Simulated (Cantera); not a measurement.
A closed system holds: 1 mol SiCl₄, 2.6 mol Cl₂, 4 mol H₂, at 502 °C and 0.620 bar.

These are equilibrium values from Cantera (NASA tables, ideal gas, pure condensed phases), not measurements of a reactor. Candidate condensed phases: Si; 19 gas species. Rates play no part.

Base state: HCl 0.684, H₂ 0.184, SiCl₄ 0.132, SiHCl₃ 2.29e-5 (mole fractions); condensed: gas only.

Problem. What changes in the equilibrium state with this change: temperature from 502 °C to 1227 °C?

Solution. 
```tsv
species	before	after
HCl	0.684	0.698
H₂	0.184	0.171
SiCl₄	0.132	0.113
SiCl₃	2.79e-8	0.0108
SiCl₂	<1e-9	0.00326
Cl	<1e-9	3.04e-5
```
The tables' values for SiCl₃ are old estimates; treat these amounts as uncertain.
